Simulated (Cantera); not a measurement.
Input (Python, Cantera) and output of one run.

```python
import numpy as np
import cantera as ct

gas_names = [...]  # 91 gases of nasa_gas.yaml made of C, Cl, H
cond_names = """
    C(gr) C6H6(L) C7H8(L) C8H18(L),n-octa
""".split()


# ... load() reads the species with a 1 bar reference pressure and builds the phases ...
atoms = {
    'CH3Cl': {'C': 1, 'H': 3, 'CL': 1},
    'H2': {'H': 2},
}
top_T = {'C(gr)': 4500}  # K; cautious upper limits of use, not melting points


# ... equilibrate(T, P, feed) seeds the gas with the atoms and calls Mixture.equilibrate('TP', solver="vcs", rtol=1e-11, max_steps=5000) ...
results = []
feed = {'CH3Cl': 1, 'H2': 0.13}  # mol
P = 6.6  # Pa
for T in [2625, 2675, 2725, 2775, 2825, 2875, 2925, 2975]:
    mix = equilibrate(T, P, feed)
    results.append((T, P, feed, dict(zip(mix.species_names, mix.species_moles))))
    x = sorted(zip(gas.X, gas.species_names), reverse=True)
    print(f"T = {T:g} K  P = {P:g} Pa  gas = {mix.phase_moles(0):.4g} mol")
    print("   x: " + "  ".join(f"{s} {v:.3e}" for v, s in x if v > 1e-06))
    print("   condensed (mol): " + ("  ".join(f"{mix.phase(i).name} {mix.phase_moles(i):.4g}"
          for i in range(1, mix.n_phases) if mix.phase_moles(i) > 1e-12) or "none"))
```

It prints:

```
T = 2625 K  P = 6.6 Pa  gas = 4.437 mol
   x: H 6.901e-01  CL 2.175e-01  C3 4.786e-02  H2 1.744e-02  C 1.295e-02  HCL 7.858e-03  C2 4.516e-03  C2H 1.138e-03  C2H2,acetylene 3.114e-04  C5 2.392e-04  C4 4.801e-05  CH 1.266e-05  C4H2 2.306e-06  C2HCL 1.951e-06  CCL 1.893e-06
   condensed (mol): C(gr) 0.2462
T = 2675 K  P = 6.6 Pa  gas = 4.584 mol
   x: H 6.816e-01  CL 2.130e-01  C3 6.006e-02  C 2.045e-02  H2 1.149e-02  C2 6.677e-03  HCL 5.155e-03  C2H 1.094e-03  C5 2.678e-04  C2H2,acetylene 1.818e-04  C4 6.185e-05  CH 1.459e-05  CCL 2.171e-06  C2HCL 1.218e-06  C4H2 1.194e-06
   condensed (mol): none
T = 2725 K  P = 6.6 Pa  gas = 4.638 mol
   x: H 6.825e-01  CL 2.121e-01  C3 5.589e-02  C 2.882e-02  C2 8.017e-03  H2 7.897e-03  HCL 3.536e-03  C2H 8.786e-04  C5 1.840e-04  C2H2,acetylene 9.159e-05  C4 5.361e-05  CH 1.540e-05  CCL 2.285e-06
   condensed (mol): none
T = 2775 K  P = 6.6 Pa  gas = 4.692 mol
   x: H 6.806e-01  CL 2.107e-01  C3 5.075e-02  C 3.978e-02  C2 9.393e-03  H2 5.453e-03  HCL 2.441e-03  C2H 6.960e-04  C5 1.225e-04  C2H2,acetylene 4.609e-05  C4 4.508e-05  CH 1.601e-05  CCL 2.371e-06
   condensed (mol): none
T = 2825 K  P = 6.6 Pa  gas = 4.752 mol
   x: H 6.762e-01  CL 2.087e-01  C 5.362e-02  C3 4.459e-02  C2 1.068e-02  H2 3.786e-03  HCL 1.696e-03  C2H 5.407e-04  C5 7.798e-05  C4 3.636e-05  C2H2,acetylene 2.302e-05  CH 1.635e-05  CCL 2.422e-06
   condensed (mol): none
T = 2875 K  P = 6.6 Pa  gas = 4.818 mol
   x: H 6.697e-01  CL 2.064e-01  C 7.040e-02  C3 3.750e-02  C2 1.171e-02  H2 2.644e-03  HCL 1.187e-03  C2H 4.090e-04  C5 4.654e-05  C4 2.773e-05  CH 1.638e-05  C2H2,acetylene 1.133e-05  CCL 2.426e-06
   condensed (mol): none
T = 2925 K  P = 6.6 Pa  gas = 4.891 mol
   x: H 6.616e-01  CL 2.036e-01  C 8.968e-02  C3 2.979e-02  C2 1.228e-02  H2 1.858e-03  HCL 8.356e-04  C2H 2.987e-04  C5 2.547e-05  C4 1.963e-05  CH 1.601e-05  C2H2,acetylene 5.451e-06  CCL 2.373e-06
   condensed (mol): none
T = 2975 K  P = 6.6 Pa  gas = 4.969 mol
   x: H 6.527e-01  CL 2.007e-01  C 1.103e-01  C3 2.200e-02  C2 1.218e-02  H2 1.316e-03  HCL 5.933e-04  C2H 2.086e-04  CH 1.522e-05  C4 1.264e-05  C5 1.244e-05  C2H2,acetylene 2.538e-06  CCL 2.259e-06
   condensed (mol): none
```

These are equilibrium values from Cantera (NASA tables, ideal gas, pure condensed phases), not measurements of a reactor.
